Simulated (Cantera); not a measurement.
Input: 1 mol Ti, 2.9 mol O2, 69 mol H2, at 0.0100 bar.

These are equilibrium values from Cantera (NASA tables, ideal gas, pure condensed phases), not measurements of a reactor. Candidate condensed phases: H2O, Ti, TiO, TiO2, Ti2O3, Ti3O5, Ti4O7; 12 gas species. Rates play no part.

At 1277 °C, list the 3 most abundant gas species with their mole fractions, and the condensed phases.

H2 0.945, H2O 0.0551, H 0.000306. Condensed: TiO2(rutile).
